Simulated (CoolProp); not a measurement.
Saturation properties of CH2F2 (R32) (Tc = 351.3 K, pc = 5.783 MPa, ω = 0.277).

Computed with CoolProp (reference Helmholtz-energy equation of state, Tillner-Roth 1997).

```json
[
 {"T (K)": "166.7", "p (MPa)": "0.002078", "enthalpy of vaporisation (kJ/kg)": "435.4", "vapour Z": "0.9968"},
 {"T (K)": "177.2", "p (MPa)": "0.005439", "enthalpy of vaporisation (kJ/kg)": "425.7", "vapour Z": "0.9938"},
 {"T (K)": "187.6", "p (MPa)": "0.01249", "enthalpy of vaporisation (kJ/kg)": "416.0", "vapour Z": "0.9892"},
 {"T (K)": "198.1", "p (MPa)": "0.02610", "enthalpy of vaporisation (kJ/kg)": "405.9", "vapour Z": "0.9825"},
 {"T (K)": "208.5", "p (MPa)": "0.04981", "enthalpy of vaporisation (kJ/kg)": "395.5", "vapour Z": "0.9733"},
 {"T (K)": "219", "p (MPa)": "0.08906", "enthalpy of vaporisation (kJ/kg)": "384.6", "vapour Z": "0.9613"},
 {"T (K)": "229.4", "p (MPa)": "0.1492", "enthalpy of vaporisation (kJ/kg)": "373.1", "vapour Z": "0.9462"},
 {"T (K)": "239.9", "p (MPa)": "0.2386", "enthalpy of vaporisation (kJ/kg)": "360.8", "vapour Z": "0.9276"},
 {"T (K)": "250.3", "p (MPa)": "0.3639", "enthalpy of vaporisation (kJ/kg)": "347.8", "vapour Z": "0.9056"},
 {"T (K)": "260.8", "p (MPa)": "0.5366", "enthalpy of vaporisation (kJ/kg)": "333.6", "vapour Z": "0.8794"},
 {"T (K)": "271.2", "p (MPa)": "0.7635", "enthalpy of vaporisation (kJ/kg)": "318.3", "vapour Z": "0.8493"}
]
```

It boils at 221.5 K under 1 atm.
